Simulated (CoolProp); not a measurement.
C3F8 (R218) at several states: density (kg/m³) from the reference equation and from simpler models built on Tc = 345.0 K, pc = 2.640 MPa, ω = 0.317; each cubic takes its own stable root.

Model: reference Helmholtz-energy equation of state, Lemmon 2006, in CoolProp. It is a short technical equation, of lower accuracy than the large ones.

| T (K) | p (MPa) | phase | reference | van der Waals | Redlich-Kwong | Peng-Robinson |
|---|---|---|---|---|---|---|
| 131.7 | 0.0111 | liquid | 1987 | 1204 | 1796 | 2044 |
| 376.7 | 0.284 | gas | 17.51 | 17.51 | 17.55 | 17.59 |
| 139.8 | 12.6 | liquid | 1975 | 1232 | 1802 | 2044 |
